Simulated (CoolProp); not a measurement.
Neopentane along the isobar 7650 kPa: Z from the reference equation and from simpler models built on Tc = 433.7 K, pc = 3196 kPa, ω = 0.196; each cubic takes its own stable root.

Model: reference Helmholtz-energy equation of state, Lemmon 2006, in CoolProp. It is a short technical equation, of lower accuracy than the large ones.

```json
[
 {"T (K)": "279.1", "phase": "liquid", "reference": "0.3865", "van der Waals": "0.5898", "Redlich-Kwong": "0.4115", "Soave-Redlich-Kwong": "0.4040", "Peng-Robinson": "0.3588"},
 {"T (K)": "299", "phase": "liquid", "reference": "0.3725", "van der Waals": "0.5643", "Redlich-Kwong": "0.3975", "Soave-Redlich-Kwong": "0.3895", "Peng-Robinson": "0.3457"},
 {"T (K)": "318.9", "phase": "liquid", "reference": "0.3615", "van der Waals": "0.5434", "Redlich-Kwong": "0.3870", "Soave-Redlich-Kwong": "0.3787", "Peng-Robinson": "0.3360"},
 {"T (K)": "338.8", "phase": "liquid", "reference": "0.3533", "van der Waals": "0.5265", "Redlich-Kwong": "0.3799", "Soave-Redlich-Kwong": "0.3715", "Peng-Robinson": "0.3296"},
 {"T (K)": "358.7", "phase": "liquid", "reference": "0.3480", "van der Waals": "0.5131", "Redlich-Kwong": "0.3761", "Soave-Redlich-Kwong": "0.3679", "Peng-Robinson": "0.3265"},
 {"T (K)": "378.6", "phase": "liquid", "reference": "0.3457", "van der Waals": "0.5031", "Redlich-Kwong": "0.3757", "Soave-Redlich-Kwong": "0.3682", "Peng-Robinson": "0.3272"},
 {"T (K)": "398.6", "phase": "liquid", "reference": "0.3470", "van der Waals": "0.4965", "Redlich-Kwong": "0.3793", "Soave-Redlich-Kwong": "0.3732", "Peng-Robinson": "0.3325"},
 {"T (K)": "418.5", "phase": "liquid", "reference": "0.3529", "van der Waals": "0.4933", "Redlich-Kwong": "0.3876", "Soave-Redlich-Kwong": "0.3842", "Peng-Robinson": "0.3437"},
 {"T (K)": "438.4", "phase": "supercritical", "reference": "0.3652", "van der Waals": "0.4940", "Redlich-Kwong": "0.4019", "Soave-Redlich-Kwong": "0.4033", "Peng-Robinson": "0.3631"},
 {"T (K)": "458.3", "phase": "supercritical", "reference": "0.3871", "van der Waals": "0.4991", "Redlich-Kwong": "0.4241", "Soave-Redlich-Kwong": "0.4341", "Peng-Robinson": "0.3946"},
 {"T (K)": "478.2", "phase": "supercritical", "reference": "0.4242", "van der Waals": "0.5093", "Redlich-Kwong": "0.4568", "Soave-Redlich-Kwong": "0.4807", "Peng-Robinson": "0.4421"},
 {"T (K)": "498.1", "phase": "supercritical", "reference": "0.4818", "van der Waals": "0.5259", "Redlich-Kwong": "0.5013", "Soave-Redlich-Kwong": "0.5428", "Peng-Robinson": "0.5048"},
 {"T (K)": "518", "phase": "supercritical", "reference": "0.5530", "van der Waals": "0.5495", "Redlich-Kwong": "0.5544", "Soave-Redlich-Kwong": "0.6106", "Peng-Robinson": "0.5721"},
 {"T (K)": "537.9", "phase": "supercritical", "reference": "0.6215", "van der Waals": "0.5802", "Redlich-Kwong": "0.6089", "Soave-Redlich-Kwong": "0.6733", "Peng-Robinson": "0.6340"}
]
```
